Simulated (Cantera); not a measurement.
A closed system holds: 1 mol CaO, 1.8 mol O₂, 7.7 mol N₂, at 1475 °C and 101000 Pa.

Equilibrium computed with Cantera from the NASA thermochemical tables; the gas is ideal and each condensed phase is pure. Candidate condensed phases: Ca, CaO; 12 gas species. The numbers say what is thermodynamically allowed, not how fast it happens.

Base state: N₂ 0.809, O₂ 0.188, NO 0.00332, O 3.16e-5 (mole fractions); condensed: CaO(s).

What changes in the equilibrium state with this change: O₂ from 1.8 to 0.37 mol?


```
species       before    after
-----------  -------  -------
N₂             0.809    0.953
O₂             0.188   0.0450
NO           0.00332  0.00176
O            3.16e-5  1.54e-5
CaO(s), mol     1.00     1.00
```
